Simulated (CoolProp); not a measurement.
Propane along the isobar 9.31 bar: fugacity coefficient from the reference equation and from simpler models built on Tc = 369.9 K, pc = 42.51 bar, ω = 0.152; each cubic takes its own stable root.

Values from CoolProp's reference Helmholtz-energy equation of state, Lemmon 2009.

```
T (K)  phase  reference  Redlich-Kwong  Soave-Redlich-Kwong  Peng-Robinson
-----  -----  ---------  -------------  -------------------  -------------
346.4    gas     0.9094         0.9111               0.9097         0.9017
360.2    gas     0.9200         0.9205               0.9200         0.9121
374      gas     0.9290         0.9287               0.9289         0.9213
387.9    gas     0.9368         0.9358               0.9367         0.9293
401.7    gas     0.9436         0.9421               0.9436         0.9364
415.6    gas     0.9495         0.9476               0.9497         0.9427
429.4    gas     0.9546         0.9525               0.9550         0.9482
443.2    gas     0.9592         0.9569               0.9597         0.9532
457.1    gas     0.9632         0.9607               0.9640         0.9576
470.9    gas     0.9668         0.9642               0.9677         0.9616
484.7    gas     0.9700         0.9673               0.9711         0.9651
498.6    gas     0.9729         0.9701               0.9741         0.9684
```
